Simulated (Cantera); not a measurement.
Feed: 1 mol BN, 1.6 mol F2, 5 mol N2, held at 743 Torr.

Equilibrium computed with Cantera from the NASA thermochemical tables; the gas is ideal and each condensed phase is pure. Candidate condensed phases: B, BN; 13 gas species. Equilibrium is a limit: real reactors are often held back by kinetics, nucleation or transport. All values below are at 1100 K.

Base state: N2 0.826, BF3 0.150, F 0.0184, F2 0.00574, NF3 3.91e-5 (mole fractions); condensed: gas only.

Task: What changes in the equilibrium state with this change: pressure from 743 Torr to 0.825 Torr?

Result: 
```csv
species,before,after
N2,0.826,0.821
BF3,0.150,0.149
F,0.0184,0.0298
F2,0.00574,1.67e-5
NF3,3.91e-5,<1e-9
```
